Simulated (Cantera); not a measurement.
Input (Python, Cantera) and output of one run.

```python
import numpy as np
import cantera as ct

gas_names = [...]  # 109 gases of nasa_gas.yaml made of C, Cl, H, Si
cond_names = """
    C(gr) C6H6(L) C7H8(L) C8H18(L),n-octa Si(cr) Si(L) SiC(b)
""".split()


# ... load() reads the species with a 1 bar reference pressure and builds the phases ...
atoms = {
    'CH3SiCl3': {'C': 1, 'H': 3, 'Si': 1, 'CL': 3},
    'C2H4': {'C': 2, 'H': 4},
    'H2': {'H': 2},
}
top_T = {'C(gr)': 4500, 'SiC(b)': 3050}  # K; cautious upper limits of use, not melting points


# ... equilibrate(T, P, feed) seeds the gas with the atoms and calls Mixture.equilibrate('TP', solver="vcs", rtol=1e-11, max_steps=5000) ...
results = []
feed = {'CH3SiCl3': 1, 'C2H4': 0.079, 'H2': 8.2}  # mol
T = 2223  # K
P = 510  # Pa
mix = equilibrate(T, P, feed)
results.append((T, P, feed, dict(zip(mix.species_names, mix.species_moles))))
print(gas.report(threshold=0.0001))
for i in range(1, mix.n_phases):
    print(f"{mix.phase(i).name:16s} {mix.phase_moles(i):12.5e} mol")
```

It prints:

```
       temperature   2223 K
          pressure   510 Pa
           density   0.00031314 kg/m^3
  mean mol. weight   11.348 kg/kmol
   phase of matter   gas

                          1 kg             1 kmol
                     ---------------   ---------------
          enthalpy        5.6117e+06        6.3684e+07  J
   internal energy         3.983e+06        4.5201e+07  J
           entropy             22685        2.5744e+05  J/K
    Gibbs function       -4.4816e+07        -5.086e+08  J
 heat capacity c_p            3015.6             34222  J/K
 heat capacity c_v            2282.9             25908  J/K

                      mass frac. Y      mole frac. X     chem. pot. / RT
                     ---------------   ---------------   ---------------
    C2H2,acetylene         0.0045043         0.0019632           -31.483
                CL            0.0504          0.016134           -25.784
                 H          0.006553          0.073777           -12.746
               HCL           0.65476           0.20381           -38.529
                H2           0.12017           0.67646           -25.492
                Si          0.025662          0.010369           -8.6395
              SiC2         0.0049885         0.0010865           -14.631
              SiCL          0.011601         0.0020721           -34.423
             SiCL2            0.1162          0.013322           -60.207
               SiH        0.00066104        0.00025786           -21.385
              Si2C         0.0039508         0.0006576           -20.275
     [  +98 minor]        0.00055395        9.3012e-05

C(gr)             4.19957e-01 mol
Si(L)             0.00000e+00 mol
SiC(b)            6.56065e-01 mol
```

Equilibrium computed with Cantera from the NASA thermochemical tables; the gas is ideal and each condensed phase is pure. The feed counts by its element totals alone. The tables' values for SiCl, SiCl3 are old estimates; treat these amounts as uncertain. Gases not in the tables: Si2H6 and higher silanes.
